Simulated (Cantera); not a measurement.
A perfectly stirred reactor is fed with CH₄ : H₂ = 1 : 3.3 (molar parts), at 0.00602 atm; it is held at 1723 K, and followed from long to short residence time.

Cantera simulation using GRI-Mech 3.0 (53 species, 325 reactions); the numbers are that mechanism's predictions, not measurements. GRI-Mech 3.0 stops at C3 and has no aromatics, soot or wall deposition, so with more carbon than oxygen in the feed, carbon stays in small species such as C2H2 where larger ones or solid carbon would form. Radical loss at walls, strong at low pressure, is not modelled.

**Question.** What does this change do: pressure from 0.00602 atm to 0.0118 atm?

**Answer.** 
| quantity | before | after |
|---|---|---|
| x(CH₄) at τ = 6.50 s | 0.0249 | 0.0201 |
| x(H₂) at τ = 6.50 s | 0.889 | 0.892 |
| x(CH₂) at τ = 6.50 s | 1.08e-6 | 7.00e-7 |
| x(C₂H₂) at τ = 6.50 s | 0.0837 | 0.0858 |
| x(C₂H) at τ = 6.50 s | 8.25e-7 | 7.36e-7 |
| x(CH₄) at τ = 0.180 s | 0.146 | 0.124 |
| x(H₂) at τ = 0.180 s | 0.816 | 0.830 |
| x(CH₂) at τ = 0.180 s | 1.96e-6 | 1.54e-6 |
| x(C₂H₂) at τ = 0.180 s | 0.0321 | 0.0417 |
| x(C₂H) at τ = 0.180 s | 2.03e-7 | 2.45e-7 |

**Question.** What does this change do: H2 3.3 to 1 parts?

**Answer.** 
```json
[
 {"quantity": "x(CH₄) at τ = 6.50 s", "before": "0.0249", "after": "0.0350"},
 {"quantity": "x(H₂) at τ = 6.50 s", "before": "0.889", "after": "0.808"},
 {"quantity": "x(CH₂) at τ = 6.50 s", "before": "1.08e-6", "after": "1.30e-6"},
 {"quantity": "x(C₂H₂) at τ = 6.50 s", "before": "0.0837", "after": "0.154"},
 {"quantity": "x(C₂H) at τ = 6.50 s", "before": "8.25e-7", "after": "1.46e-6"},
 {"quantity": "x(CH₄) at τ = 0.180 s", "before": "0.146", "after": "0.234"},
 {"quantity": "x(H₂) at τ = 0.180 s", "before": "0.816", "after": "0.673"},
 {"quantity": "x(CH₂) at τ = 0.180 s", "before": "1.96e-6", "after": "2.71e-6"},
 {"quantity": "x(C₂H₂) at τ = 0.180 s", "before": "0.0321", "after": "0.0825"},
 {"quantity": "x(C₂H) at τ = 0.180 s", "before": "2.03e-7", "after": "5.23e-7"}
]
```
